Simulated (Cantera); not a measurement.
Charge: 1 mol C, 3.6 mol H2O, 14 mol H2, 0.65 mol CO2, at 61500 Torr.

Method: chemical equilibrium by Gibbs-energy minimisation in Cantera with the NASA 1993 tables (ideal gas, pure condensed phases). Candidate condensed phases: C, C6H6, C7H8, C8H18, H2O; 110 gas species. The ideal-gas law is rough above about 30 bar. The numbers say what is thermodynamically allowed, not how fast it happens.

At 1152 °C, list the 5 most abundant gas species with their mole fractions, and the condensed phases.

H2 0.735, H2O 0.177, CO 0.0686, CH4 0.0118, CO2 0.00728. Condensed: gas only.
